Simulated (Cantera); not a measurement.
A closed system holds: 1 mol BN, 6 mol HCl, 39 mol N2.

Method: chemical equilibrium by Gibbs-energy minimisation in Cantera with the NASA 1993 tables (ideal gas, pure condensed phases). Candidate condensed phases: B, BN, NH4Cl; 21 gas species. The tables' values for BCl2 are old estimates. Equilibrium is a limit: real reactors are often held back by kinetics, nucleation or transport.

Task: What condenses at these points (T in K, P in Pa): (925, 46); (1225, 2200); (1675, 1); (1150, 1); (925, 1)?

Result: 
```
T (K)  P in Pa  condensed phases  B condensed (%)
-----  -------  ----------------  ---------------
925         46                BN             99.1
1225      2200                BN             95.5
1675         1          gas only              0.0
1150         1                BN             96.8
925          1                BN             99.1
```
